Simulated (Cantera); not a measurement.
An isothermal, constant-pressure homogeneous reactor starts with CH4 : O2 : N2 = 0.021 : 0.006 : 1 (molar parts), equivalence ratio 7.0, at 1225 K and 480000 Pa.

Cantera simulation using GRI-Mech 3.0 (53 species, 325 reactions); the numbers are that mechanism's predictions, not measurements. GRI-Mech 3.0 stops at C3 and has no aromatics, soot or wall deposition, so with more carbon than oxygen in the feed, carbon stays in small species such as C2H2 where larger ones or solid carbon would form.

One state of this run: x CH4 = 0.0200; x O2 = 0.00564; x C2H = <1e-12; x C2H6 = 8.85e-5; x NO = <1e-12; x CH3 = 1.30e-6; x H2O2 = 3.21e-9. x: mole fraction; the columns are a selection and need not sum to one.

### Question
Which value of t (s) does it belong to?
A) 0.534
B) 0.0285
C) 0.123
D) 0.000351

### Answer
A, 0.534
